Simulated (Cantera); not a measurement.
A Cantera script and its output.

```python
import numpy as np
import cantera as ct

gas = ct.Solution("h2o2.yaml")
gas.TPX = 1350, 11000, {'H2': 1.8, 'O2': 1, 'N2': 18}
reactor = ct.IdealGasConstPressureReactor(gas, energy="off", clone=False)
net = ct.ReactorNet([reactor])
net.rtol, net.atol = 1e-08, 1e-18
show = ['H2', 'O2', 'H', 'H2O2', 'HO2', 'O']
times = np.geomspace(5e-06, 2, 14)

steps = ct.SolutionArray(gas, extra=["t"])
rows = []
print(f"{'t/s':>10s}{'T/K':>9s}{'P/Pa':>11s}" + "".join(f"{s:>11s}" for s in show))
for t in times:
    while net.time < t:
        t_next = net.step()
        steps.append(gas.state, t=t_next)
    rows.append([np.interp(t, steps.t, y) for y in (steps.T, steps.P, *steps(*show).X.T)])
    print(f"{t:10.3e}{rows[-1][0]:9.1f}{rows[-1][1]:11.4g}" + "".join(f"{x:11.3e}" for x in rows[-1][2:]))
rate = np.gradient(steps.T, steps.t)
print("integrator steps:", len(steps.t))
if steps.T.max() > steps.T[0] + 200:
    print(f"time of steepest temperature rise: {steps.t[rate.argmax()]:.4e} s")
gas.TPX = 1350, 11000, {'H2': 1.8, 'O2': 1, 'N2': 18}
gas.equilibrate("TP")
print(f"equilibrium (TP): T = {gas.T:.1f} K  " + "  ".join(f"{s} {gas[s].X[0]:.3e}" for s in show))
```

It prints:

```
       t/s      T/K       P/Pa         H2         O2          H       H2O2        HO2          O
 5.000e-06   1350.0    1.1e+04  8.654e-02  4.808e-02  1.916e-09  9.114e-13  1.957e-09  7.203e-11
 1.349e-05   1350.0    1.1e+04  8.654e-02  4.808e-02  5.320e-09  6.541e-12  5.276e-09  4.236e-10
 3.638e-05   1350.0    1.1e+04  8.654e-02  4.808e-02  1.814e-08  4.600e-11  1.422e-08  2.275e-09
 9.812e-05   1350.0    1.1e+04  8.654e-02  4.808e-02  1.233e-07  3.070e-10  3.857e-08  1.814e-08
 2.647e-04   1350.0    1.1e+04  8.652e-02  4.807e-02  7.975e-06  2.068e-09  1.494e-07  1.204e-06
 7.139e-04   1350.0    1.1e+04  2.116e-02  2.051e-02  3.705e-02  1.499e-07  1.069e-06  6.868e-03
 1.925e-03   1350.0    1.1e+04  1.221e-02  1.532e-02  3.338e-02  1.413e-07  8.658e-07  6.655e-03
 5.194e-03   1350.0    1.1e+04  1.033e-02  1.260e-02  2.021e-02  1.512e-07  7.561e-07  3.971e-03
 1.401e-02   1350.0    1.1e+04  6.782e-03  9.144e-03  7.864e-03  1.471e-07  5.800e-07  1.624e-03
 3.778e-02   1350.0    1.1e+04  3.095e-03  6.568e-03  1.870e-03  1.133e-07  4.146e-07  4.848e-04
 1.019e-01   1350.0    1.1e+04  9.283e-04  5.389e-03  2.665e-04  6.008e-08  2.817e-07  1.143e-04
 2.749e-01   1350.0    1.1e+04  1.861e-04  5.067e-03  2.286e-05  2.019e-08  1.279e-07  2.120e-05
 7.415e-01   1350.0    1.1e+04  3.238e-05  5.021e-03  1.656e-06  4.986e-09  3.147e-08  3.658e-06
 2.000e+00   1350.0    1.1e+04  6.727e-06  5.019e-03  1.580e-07  1.240e-09  7.254e-09  7.664e-07
integrator steps: 1835
equilibrium (TP): T = 1350.0 K  H2 7.906e-07  O2 5.022e-03  H 6.432e-09  H2O2 1.686e-10  HO2 1.970e-09  O 9.075e-08
```

Model: the H2/O2 subset of GRI-Mech 3.0, which has no nitrogen chemistry, integrated in Cantera. The temperature is held fixed by assumption; the heat of reaction is taken as removed at once.
